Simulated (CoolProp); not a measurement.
Vapour-liquid equilibrium of propane (1) + R113 (2) at 3.74 bar; x and y are mole fractions of (1).

Computed with CoolProp (multi-fluid Helmholtz-energy mixture model, Lemmon 2009 and Marx 1992; pair parameters Bell 2016).

Give the bubble temperature and the first vapour's composition at x = 0.05, 0.725, 0.875. Is there an azeotrope?

x = 0.05: 77.7 °C, y = 0.340; x = 0.725: 1.9 °C, y = 0.982; x = 0.875: -3.4 °C, y = 0.993. No azeotrope shows between x = 0.05 and 0.95.

Pair parameters are fitted to limited data, so mixtures are less certain than the pure fluids. The gap from Raoult's law changes sign with composition, which may be real or a fault of the pair parameters; it wasn't checked against measurements.
